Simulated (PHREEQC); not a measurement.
1 g of hydrous ferric oxide (600 m²/g; 0.2 weak and 0.005 strong sites per Fe, Dzombak-Morel constants, diffuse double layer) in 1 kg of water with 0.01 mol/kgw of an inert sodium salt and 0.079 mmol/kgw CuCl2 and 0.0043 mmol/kgw ZnSO4, at 25 °C; the pH is set by adding NaOH or the inert anion's acid. Oxygen is held at 0.21 atm. The system is closed to CO2. Precipitation was switched off in this run.

Computed with PHREEQC (ion-association model, wateq4f.dat).

```csv
pH,Cu sorbed (%),S sorbed (%),Zn sorbed (%),surface charge σ (C/m²),surface potential ψ (mV)
4,9.0,100.0,0.1,0.220,184
4.5,35.8,100.0,0.6,0.163,169
5,73.1,99.9,2.4,0.117,153
5.5,94.3,99.6,11.9,0.080,134
6,99.1,97.9,48.3,0.052,112
6.5,99.9,88.2,87.8,0.032,89
7,100.0,51.1,98.4,0.019,64
7.5,100.0,11.6,99.8,0.009,37
8,100.0,1.5,100.0,0.002,10
8.5,100.0,0.2,100.0,-0.004,-18
9,100.0,0.0,100.0,-0.012,-45
9.5,100.0,0.0,100.0,-0.022,-71
10,100.0,0.0,100.0,-0.038,-96
```

Complexes and solids missing from the database can't appear. The database's constant for dissolved Cu(OH)2 is higher than later reviews accept.
